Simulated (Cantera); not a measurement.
A perfectly stirred reactor is fed with 7.08 % CO, 3.40 % H2, 0.368 % CH4, 8.43 % O2, 80.7 % N2, at 10500 Torr; it is adiabatic with a 625 K inlet, and is followed from long to short residence time, starting on the burning branch (τ in s: 0.044, 0.021, 0.0098, 0.0046, 0.0022, 0.001, 0.00049, 0.00023, 0.00011, 5.1e-05, 2.4e-05, 1.1e-05).

Cantera simulation using GRI-Mech 3.0 (53 species, 325 reactions); the numbers are that mechanism's predictions, not measurements. The pressure lies above the range GRI-Mech 3.0 was tuned for (to about 10 atm).

### Question
Predict: blow-out, bracketed by the residence times tried; x(CO) at τ = 44.0 ms; x(H2) at τ = 44.0 ms; x(CH4) at τ = 44.0 ms; x(CH2) at τ = 44.0 ms; x(CO) at τ = 0.490 ms; x(H2) at τ = 0.490 ms; x(CH4) at τ = 0.490 ms.

### Answer
* **blow-out, bracketed by the residence times tried**: burning at 1.00 ms, out at 0.490 ms
* **x(CO) at τ = 44.0 ms**: 0.000479
* **x(H2) at τ = 44.0 ms**: 3.03e-5
* **x(CH4) at τ = 44.0 ms**: 1.73e-6
* **x(CH2) at τ = 44.0 ms**: 1.35e-9
* **x(CO) at τ = 0.490 ms**: 0.0708
* **x(H2) at τ = 0.490 ms**: 0.0340
* **x(CH4) at τ = 0.490 ms**: 0.00368
